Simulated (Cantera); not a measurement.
**Si + N2O + N2 (thermal oxidation and active oxidation of silicon)**

Charge: 1 mol Si, 0.024 mol N2O, 83 mol N2, equilibrated at 1675 K.

Cantera equilibrium calculation (NASA polynomials, part measured and part estimated; ideal gas, pure solids and liquids). Candidate condensed phases: Si, SiO2, Si2N2O, Si3N4; 16 gas species. Mutual solubility and eutectic melting of coexisting phases are not modelled. The tables' values for SiN are old estimates; treat these amounts as uncertain. Equilibrium is a limit: real reactors are often held back by kinetics, nucleation or transport.

From 1.00e-6 bar to 1.50e-5 bar nothing is condensed. At 0.000220 bar the condensed part is Si(s). At 0.00320 bar the condensed part is Si3N4(s). From 0.0460 bar to 10.0 bar the condensed part is Si2N2O(s) + Si3N4(s). The main Si-bearing gas is Si at 1.00e-6 bar and SiO at 10.0 bar.

```
P (Pa)   log p N2  log p Si  log p SiO  log p Si2N  log p SiN  log p Si2  log p Si3  n Si(s)  n Si3N4(s)  n Si2N2O(s)
-------  --------  --------  ---------  ----------  ---------  ---------  ---------  -------  ----------  -----------
0.100       -6.01     -7.94      -9.54      -12.44     -11.12     -11.92     -14.10        0           0            0
1.50        -4.83     -6.76      -8.37       -9.50      -9.36      -9.57     -10.58        0           0            0
22          -3.66     -6.36      -7.20       -8.12      -8.37      -8.77      -9.38    0.803           0            0
320         -2.50     -6.69      -6.03       -8.19      -8.12      -9.43     -10.37        0       0.323            0
4600        -1.34     -7.46      -4.96       -9.16      -8.31     -10.97     -12.68        0       0.324      0.00452
68000       -0.17     -8.24      -5.35      -10.13      -8.51       <-12       <-12        0       0.318       0.0235
1000000      1.00     -9.02      -5.74        <-11      -8.70       <-11       <-11        0       0.317       0.0240
```
log p: log10 of the partial pressure in bar; n: condensed amount in mol.
